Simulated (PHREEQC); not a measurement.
## Silver or lead bath (model solution)

Dissolve 0.015 mol Pb(NO3)2 and 0.00012 mol Zn(NO3)2 per kg of water at 25 °C. Closed to the air; pH follows from the charge balance.

Computed with PHREEQC (ion-association model, phreeqc.dat).

No solid was allowed to form.

Question: Estimate the pH, ionic strength.

Answer: pH 4.86; ionic strength 0.0405 mol/kgw.

Question: In which forms is Pb present?

Answer: Pb+2 84 %, PbNO3+ 16 % of the Pb.

Complexes and solids missing from the database can't appear.
